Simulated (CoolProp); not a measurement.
Isobutane at 352.43 K and 3.68 MPa flows at 0.16 m/s in a round tube of 10 mm bore and 1.5 µm roughness, fully developed (64/Re and Nu = 3.66 if laminar; Colebrook and Gnielinski if turbulent). Each further row changes one setting.

Values from CoolProp's reference Helmholtz-energy equation of state, Bücker 2006.

```
case               Reynolds number  Darcy friction factor  pressure drop (Pa/m)  heat-transfer coefficient (W/(m² K))  mass flow (kg/h)
-----------------  ---------------  ---------------------  --------------------  ------------------------------------  ----------------
as stated                     8290                    ___                  20.2                                   378              21.9
velocity 0.32 m/s            16600                 0.0274                  67.8                                   708               ___
diameter 20 mm               16600                    ___                   ___                                   353              87.5
```

Task: Complete the blanks.

Result: 
- as stated, Darcy friction factor: 0.0327
- velocity 0.32 m/s, mass flow (kg/h): 43.7
- diameter 20 mm, Darcy friction factor: 0.0273
- diameter 20 mm, pressure drop (Pa/m): 8.43

Viscosity comes from a separate model (Vogel 2000). Thermal conductivity comes from a separate model (Perkins 2002).
